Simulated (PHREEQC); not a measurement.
A made-up water analysis in mg/kgw, 75 °C, pH 7.58, pe 10.7: Na 2780; K 136; Ca 687; Mg 468; Cl 6090; S(6) as SO4 1250; Alkalinity as HCO3 63.7; Cu(2) 1.36; Ni 3.25; Si as SiO2 90.1; F 0.982.

Valence states are taken as typed.

Computed with PHREEQC (ion-association model, wateq4f.dat).

No solid was allowed to form.

Task: Order these F species by the share of F that they hold, largest first: NaF, MgF+, CaF+, F-.

Result: F- (57 %), MgF+ (35 %), CaF+ (5.4 %), NaF (1.8 %)

The pH is 7.58 and the ionic strength 0.220 mol/kgw. Saturation is exceeded, for instance for Atacamite, Malachite; the values hold only as long as no solid forms. Away from 25 °C the constants follow the database's enthalpies or fits; those with neither stay at their 25 °C values. SiF6-2 is the database's only silicon fluoride. The database's constant for dissolved Cu(OH)2 is higher than later reviews accept. The database's nickel carbonate constants are estimates that later reviews lower a good deal.
